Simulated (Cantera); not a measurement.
Charge: 1 mol SiH₂Cl₂, 7.5 mol NH₃, 0.23 mol H₂, 76 mol N₂, held at 1698.15 K and 13.3 mbar.

Cantera equilibrium calculation (NASA polynomials, part measured and part estimated; ideal gas, pure solids and liquids). Candidate condensed phases: NH₄Cl, Si, Si₃N₄; 28 gas species. The tables' values for SiCl are old estimates; treat these amounts as uncertain. Rates play no part.

Base state: N₂ 0.854, H₂ 0.126, HCl 0.0171, SiCl₂ 0.00218, H 0.000445, Cl 4.71e-5, Si 1.28e-5, SiCl 1.17e-5 (mole fractions); condensed: Si₃N₄(s).

Task: What changes in the equilibrium state with this change: temperature from 1698.15 K to 1348.15 K?

Result: 
| species | before | after |
|---|---|---|
| N₂ | 0.854 | 0.854 |
| H₂ | 0.126 | 0.124 |
| HCl | 0.0171 | 0.0215 |
| SiCl₂ | 0.00218 | 2.94e-5 |
| Si | 1.28e-5 | <1e-9 |
| SiCl | 1.17e-5 | <1e-9 |
| H | 0.000445 | 7.07e-6 |
| Cl | 4.71e-5 | 1.02e-6 |
| Si₃N₄(s), mol | 0.265 | 0.332 |

Task: What changes in the equilibrium state with this change: temperature from 1698.15 K to 1975 K?

Result: 
```csv
species,before,after
N₂,0.854,0.851
H₂,0.126,0.124
HCl,0.0171,0.0135
H,0.000445,0.00418
SiCl₂,0.00218,0.00359
Si₂,1.45e-8,2.36e-5
Si₂N,3.92e-7,9.60e-5
"Si₃N₄(s), mol",0.265,0
"Si(l), mol",0,0.364
```
The tables' values for SiCl, SiN are old estimates; treat these amounts as uncertain. Gases not in the tables: Si₂H₆ and higher silanes.
